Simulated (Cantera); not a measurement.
Transport properties of process gases

Gas mixture: H2 : N2 : C2H6 = 0.69 : 0.81 : 0.28 (molar parts), at 51.0 Pa, frozen composition.

Cantera's kinetic-theory transport with the Lennard-Jones parameters of GRI-Mech 3.0, ideal gas; thermal conductivity in the multicomponent form. The composition is frozen, though it would react at the higher temperatures.

| T (K) | ρ (kg/m³) | cp (J/kg/K) | μ (µPa s) | λ (mW/m/K) | Pr | D (cm²/s) N2 | D (cm²/s) CO2 | D (cm²/s) OH |
|---|---|---|---|---|---|---|---|---|
| 400 | 0.000280 | 1913 | 18.8 | 74.6 | 0.482 | 1160 | 683 | 1320 |
| 550 | 0.000204 | 2086 | 23.8 | 97.7 | 0.507 | 2020 | 1210 | 2270 |
| 700 | 0.000160 | 2245 | 28.1 | 120 | 0.526 | 3040 | 1840 | 3410 |
| 850 | 0.000132 | 2387 | 32.2 | 143 | 0.537 | 4230 | 2560 | 4730 |
| 1000 | 0.000112 | 2514 | 35.9 | 165 | 0.546 | 5560 | 3380 | 6200 |
| 1150 | 9.74e-5 | 2619 | 39.4 | 187 | 0.550 | 7020 | 4280 | 7830 |
| 1300 | 8.62e-5 | 2709 | 42.7 | 209 | 0.553 | 8620 | 5260 | 9600 |
D: mixture-averaged diffusion coefficient of that species in the mixture.
